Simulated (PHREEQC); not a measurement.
Solution (5 °C): 4.2 mmol/kgw Na2SiO3. Closed to the air; pH follows from the charge balance.

Computed with PHREEQC (ion-association model, phreeqc.dat).

```json
[
 {"quantity": "ionic strength (mol/kgw)", "before": "0.00856", "after": "0.00847"},
 {"quantity": "H3SiO4- (mol/kgw)", "before": "0.00401", "after": "0.00376"},
 {"quantity": "H2SiO4-2 (mol/kgw)", "before": "0.000163", "after": "7.25e-5"},
 {"quantity": "H4SiO4 (mol/kgw)", "before": "2.76e-5", "after": "0.000368"},
 {"quantity": "SI of Quartz (SiO2)", "before": "-0.26", "after": "-0.14"}
]
```

What was changed between the two runs?
(A) Na2SiO3 from 0.0042 to 0.0021 mol/kgw
(B) Na2SiO3 from 0.0042 to 0.00042 mol/kgw
(C) temperature from 5 to 80 °C
(D) Na2SiO3 from 0.0042 to 0.00378 mol/kgw

C, temperature from 5 to 80 °C

This is a speciation only: nothing precipitates in the calculation. Away from 25 °C the constants follow the database's enthalpies or fits; those with neither stay at their 25 °C values.
